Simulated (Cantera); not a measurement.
Cantera run, input and output.

```python
import numpy as np
import cantera as ct

surf = ct.Interface("ptcombust.yaml", "Pt_surf")
gas = surf.adjacent["gas"]
gas.TPX = 923, 76000, {'CO': 0.027, 'O2': 0.056, 'N2': 0.79}
surf.TP = 923, 76000
reactor = ct.FlowReactor(gas, clone=False)
reactor.area = 0.0001  # m2
reactor.surface_area_to_volume_ratio = 580  # 1/m
reactor.mass_flow_rate = 2.4 * reactor.area * gas.density  # inlet velocity 2.4 m/s
reactor.energy_enabled = False
wall = ct.ReactorSurface(surf, reactor, clone=False)
net = ct.ReactorNet([reactor])
net.rtol, net.atol = 1e-8, 1e-16
show, cover = ['CO', 'O2', 'H2O', 'CO2'], ['PT(S)', 'H(S)', 'O(S)', 'OH(S)', 'CO(S)', 'C(S)']

rows = []
print(f"{'z/m':>9s}{'u/(m/s)':>9s}" + "".join(f"{s:>13s}" for s in show + cover))
for z in [0.00049, 0.0011, 0.0023, 0.0049, 0.011, 0.023, 0.049]:
    net.advance(z)
    rows.append([reactor.speed, *gas[show].X, *surf[cover].coverages])
    print(f"{z:9.4g}{rows[-1][0]:9.3g}" + "".join(f"{x:13.4e}" for x in rows[-1][1:]))
```

Output:

```
      z/m  u/(m/s)           CO           O2          H2O          CO2        PT(S)         H(S)         O(S)        OH(S)        CO(S)         C(S)
  0.00049     2.37   4.9324e-03   5.1792e-02   3.6509e-27   2.6404e-02   7.1998e-01   4.9454e-21   7.3413e-02   1.7485e-18   2.0661e-01   7.5797e-11
   0.0011     2.36   4.5149e-04   4.9662e-02   5.2215e-28   3.0955e-02   1.7063e-01   1.9492e-22   8.2920e-01  -1.0434e-18   1.6849e-04   1.2970e-15
   0.0023     2.36   3.1248e-05   4.9462e-02  -4.6221e-29   3.1382e-02   1.6298e-01   1.4337e-21   8.3701e-01  -4.7507e-18   1.0548e-05   7.6825e-17
   0.0049     2.36   1.1453e-07   4.9447e-02  -6.6049e-31   3.1413e-02   1.6247e-01   2.0553e-23   8.3753e-01   3.4411e-19   3.8394e-08   2.7860e-19
    0.011     2.36   2.2406e-13   4.9447e-02  -4.7314e-34   3.1414e-02   1.6247e-01   2.0446e-23   8.3753e-01   3.4234e-19   7.5108e-14   5.4500e-25
    0.023     2.36  -1.8363e-17   4.9447e-02   3.7402e-34   3.1414e-02   1.6247e-01   2.0253e-23   8.3753e-01   3.3910e-19   1.2766e-29   5.6912e-32
    0.049     2.36  -1.8362e-17   4.9447e-02   2.9217e-33   3.1414e-02   1.6247e-01   1.9907e-23   8.3753e-01   3.3332e-19   9.3161e-30   4.3287e-32
```

Cantera simulation using Deutschmann's 1995 Pt surface mechanism with GRI-Mech 3.0 gas chemistry; the numbers are that mechanism's predictions, not measurements. Catalytic surfaces can have several steady states; this one follows from the mechanism file's or the stated starting coverage. Mass transfer to the wall is taken as infinitely fast.
